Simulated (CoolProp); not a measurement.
A simple Rankine cycle with R236FA: condensing at 295.15 K, boiler at 1.02 MPa, turbine inlet 359.5 K, turbine efficiency 0.7, pump efficiency 0.6, no recuperator. Each further row changes one setting.

Values from CoolProp's reference Helmholtz-energy equation of state, Pan 2012.

```
case                             thermal efficiency (%)  net work (kJ/kg)  heat in (kJ/kg)  turbine exit temperature (K)  volume ratio over the turbine
-------------------------------  ----------------------  ----------------  ---------------  ----------------------------  -----------------------------
as stated                                           8.0                 ?              193                         329.7                              ?
turbine inlet 379.5 K                               7.9                 ?              214                         351.2                           4.31
condensing temperature 287.15 K                     9.2              18.6              203                         325.0                           5.88
boiler pressure 0.714 MPa                           6.2              12.4              198                         338.9                           2.97
turbine efficiency 0.6                              6.8              13.1              193                         332.3                           4.48
```

### Question
What belongs in the gaps?

### Answer

- as stated, net work (kJ/kg): 15.4
- as stated, volume ratio over the turbine: 4.44
- turbine inlet 379.5 K, net work (kJ/kg): 16.9
